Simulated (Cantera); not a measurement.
Charge: 1 mol Ta2O5, 1.3 mol C, 0.35 mol H2, at 133 Pa.

Cantera equilibrium calculation (NASA polynomials, part measured and part estimated; ideal gas, pure solids and liquids). Candidate condensed phases: C, C6H6, C7H8, C8H18, H2O, Ta, TaC, Ta2O5; 113 gas species. Mutual solubility and eutectic melting of coexisting phases are not modelled. TaC: taken at fixed stoichiometry. Condensed phases not in the tables: Ta2C. Equilibrium is a limit: real reactors are often held back by kinetics, nucleation or transport.

### Question
At 1725 K, list the 5 most abundant gas species with their mole fractions, and the condensed phases.

### Answer
CO 0.725, H2 0.272, H 0.00265, H2O 0.000269, CO2 0.000204. Condensed: TaC(s) + Ta2O5(s).
